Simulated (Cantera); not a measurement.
Cantera with NASA thermochemical tables; ideal gases at 1 bar, condensed phases pure. Values are per mole of reaction as written; species without (g) are pure solids or liquids, kept so even where they would boil at 1 bar.

**Question.** Between 2800 and 3000 K, where is each reaction favourable under standard conditions?
- 2 B2O3(g) + 2 BN → 3 B2O2(g) + 2 N(g)

**Answer.** 
- 2 B2O3(g) + 2 BN → 3 B2O2(g) + 2 N(g): ΔG° is 492 kJ at 2800 K and 403 kJ at 3000 K; it stays positive (K < 1). ΔH° is 1736 kJ and ΔS° 444 J/K at 3000 K.
